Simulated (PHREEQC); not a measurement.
Dissolve 150 mmol/kgw HF, 5.4 mmol/kgw KF and 15 mmol/kgw (NH4)2SiF6 at 80 °C and 10 atm. Closed to the air; pH follows from the charge balance.

Equilibrium calculation in PHREEQC: ion-association model, phreeqc.dat.

**Question.** The ionic strength comes out as 0.0569 mol/kgw. What activity coefficients do NH4+, HF2-, K+, SiF6-2, H+ get?

**Answer.** NH4+ 0.77, HF2- 0.79, K+ 0.79, SiF6-2 0.41, H+ 0.83.

This is a speciation only: nothing precipitates in the calculation. Constants without temperature data keep their 25 °C values here. SiF6-2 is the database's only silicon fluoride.
